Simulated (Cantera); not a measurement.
Input (Python, Cantera) and output of one run.

```python
import numpy as np
import cantera as ct

gas_names = """
    CL CL2 H HCL H2 N NH NH2 NH3 N2 N2H2 N2H4 Si SiCL SiCL2 SiCL3 SiCL4 SiH SiHCL3 SiH2 SiH2CL2 SiH3
    SiH3CL SiH4 SiN Si2 Si2N Si3
""".split()
cond_names = """
    NH4CL(a) NH4CL(b) Si(cr) Si(L) Si3N4(a)
""".split()


# ... load() reads the species with a 1 bar reference pressure and builds the phases ...
atoms = {
    'SiH2Cl2': {'Si': 1, 'H': 2, 'CL': 2},
    'Cl2': {'CL': 2},
    'N2': {'N': 2},
}
top_T = {'Si3N4(a)': 2400}  # K; cautious upper limits of use, not melting points


# ... equilibrate(T, P, feed) seeds the gas with the atoms and calls Mixture.equilibrate('TP', solver="vcs", rtol=1e-11, max_steps=5000) ...
results = []
feed = {'SiH2Cl2': 1, 'Cl2': 0.02, 'N2': 72}  # mol
P = 13332.2  # Pa
for T in [1048, 1098, 1148, 1198, 1248, 1298, 1348, 1398, 1448, 1498, 1548, 1598, 1648, 1698]:
    mix = equilibrate(T, P, feed)
    results.append((T, P, feed, dict(zip(mix.species_names, mix.species_moles))))

top = {s: max(r[3][s] / sum(r[3][g] for g in gas_names) for r in results) for s in gas_names}
cols = sorted((s for s in top if top[s] > 1e-05), key=lambda s: -top[s])[:5]
seen = [c for c in cond_names if any(r[3].get(c, 0) > 1e-12 for r in results)]
print("log10 of partial pressures in bar; condensed amounts in mol")
print(f"{'T/K':>10s}" + "".join(f"{s[:9]:>10s}" for s in cols + seen))
for T, P, feed, n in results:
    ng = sum(n[g] for g in gas_names)
    print(f"{T:10.4g}" + "".join(f"{np.log10(max(n[s] / ng * P / 1e5, 1e-99)):10.3f}" for s in cols)
          + "".join(f"{n.get(c, 0):10.4g}" for c in seen))
```

Result:

```
log10 of partial pressures in bar; condensed amounts in mol
       T/K        N2       HCL        H2     SiCL2     SiCL4  Si3N4(a)
      1048    -0.886    -2.566    -3.336    -7.533    -3.605    0.2876
      1098    -0.886    -2.561    -3.353    -6.903    -3.622    0.2892
      1148    -0.886    -2.556    -3.368    -6.330    -3.639    0.2905
      1198    -0.886    -2.552    -3.382    -5.808    -3.658    0.2914
      1248    -0.887    -2.549    -3.392    -5.331    -3.679    0.2918
      1298    -0.887    -2.547    -3.399    -4.896    -3.709    0.2912
      1348    -0.887    -2.547    -3.400    -4.504    -3.755     0.289
      1398    -0.887    -2.550    -3.391    -4.156    -3.828    0.2839
      1448    -0.887    -2.557    -3.367    -3.858    -3.945    0.2748
      1498    -0.887    -2.571    -3.325    -3.614    -4.123    0.2607
      1548    -0.887    -2.594    -3.267    -3.426    -4.367    0.2424
      1598    -0.887    -2.627    -3.200    -3.284    -4.664    0.2212
      1648    -0.887    -2.668    -3.134    -3.177    -4.992    0.1986
      1698    -0.887    -2.716    -3.073    -3.094    -5.337     0.176
```

Method: chemical equilibrium by Gibbs-energy minimisation in Cantera with the NASA 1993 tables (ideal gas, pure condensed phases). N2 is the only nitrogen source here; it is nearly inert below about 1500 K, so the nitride shown seldom forms there in practice. The tables' values for SiCl3 are old estimates; treat these amounts as uncertain.
